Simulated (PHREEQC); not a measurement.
## Nickel, zinc or cadmium bath: speciation

Make-up at 25 °C: 0.0062 mol/kgw NiSO4, 0.18 mol/kgw NaCl and 0.053 mol/kgw HCl. Closed to the air; pH follows from the charge balance.

The numbers come from PHREEQC with the ion-association model, wateq4f.dat.

The pH comes out as 1.41 and the ionic strength is 0.247 mol/kgw. The activity of water is 0.992 and the total alkalinity is -53.0 meq/kg.

```tsv
species	molality	activity	log γ
Cl-	0.232	0.161	-0.158
Na+	0.179	0.132	-0.135
H+	0.0498	0.0393	-0.103
Ni+2	0.00491	0.00146	-0.526
HSO4-	0.00325	0.00232	-0.146
SO4-2	0.00225	0.000607	-0.568
NiCl+	0.000801	0.000591	-0.132
NaSO4-	0.000546	0.000400	-0.135
NiCl2	0.000327	0.000346	0.025
```

No solid was allowed to form. Complexes and solids missing from the database can't appear.
